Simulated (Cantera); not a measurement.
Charge: 1 mol SiO2, 5.9 mol CO, 6.1 mol N2, held at 1598.15 K.

These are equilibrium values from Cantera (NASA tables, ideal gas, pure condensed phases), not measurements of a reactor. Candidate condensed phases: C, Si, SiC, SiO2, Si2N2O, Si3N4; 34 gas species. Mutual solubility and eutectic melting of coexisting phases are not modelled. The tables hold silica as quartz up to 1696 K and as liquid above; real silica turns to tridymite and cristobalite and melts near 1996 K. Kinetics and transport are ignored.

### Question
What share of the Si ends up in condensed phases as a function of P (Pa), at 10, 100, 1000, 10000, 100000, 1000000?

### Answer
```tsv
P (Pa)	Si condensed (%)	as
10	92.4	SiO2(β-quartz)
100	97.6	SiO2(β-quartz)
1000	99.2	SiO2(β-quartz)
10000	99.8	SiO2(β-quartz)
100000	100.0	SiO2(β-quartz) + Si2N2O(s)
1000000	100.0	SiO2(β-quartz)
```
